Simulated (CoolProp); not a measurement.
Properties of dimethyl carbonate along the isotherm 473.9 K (Tc = 557.0 K, pc = 4909 kPa, ω = 0.346).

Computed with CoolProp (reference Helmholtz-energy equation of state, Zhou 2011).

| p (kPa) | phase | cv (kJ/(kg K)) | speed of sound (m/s) | Joule-Thomson coefficient (K/MPa) | expansivity (1/kK) | fugacity coefficient |
|---|---|---|---|---|---|---|
| 2450 | liquid | 1.652 | 555.5 | 0.1153 | 2.562 | 0.4827 |
| 4910 | liquid | 1.651 | 585.4 | 0.05941 | 2.342 | 0.2584 |
| 7360 | liquid | 1.651 | 612.1 | 0.01597 | 2.172 | 0.1847 |
| 9820 | liquid | 1.651 | 636.8 | -0.01921 | 2.035 | 0.1482 |
| 12300 | liquid | 1.651 | 659.7 | -0.04852 | 1.921 | 0.1267 |
| 14700 | liquid | 1.651 | 680.5 | -0.07248 | 1.827 | 0.1132 |
| 17200 | liquid | 1.652 | 700.8 | -0.09387 | 1.743 | 0.1035 |
| 19600 | liquid | 1.652 | 719.3 | -0.1117 | 1.673 | 0.09689 |
| 22100 | liquid | 1.653 | 737.7 | -0.1280 | 1.608 | 0.09186 |
| 24500 | liquid | 1.654 | 754.5 | -0.1419 | 1.552 | 0.08830 |
